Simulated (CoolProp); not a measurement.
Values from CoolProp's reference Helmholtz-energy equation of state, Span 1996.

For carbon dioxide, give the phase and the speed of sound (m/s), conductivity (mW/(m K)) at 575.55 °C and 3.48 bar; 116.55 °C and 30.3 bar; 333.05 °C and 12.2 bar.


- 575.55 °C and 3.48 bar: gas; speed of sound 437, conductivity 60.1
- 116.55 °C and 30.3 bar: gas; speed of sound 295, conductivity 25.4
- 333.05 °C and 12.2 bar: gas; speed of sound 373, conductivity 41.8

Thermal conductivity comes from a separate model (Huber 2016).
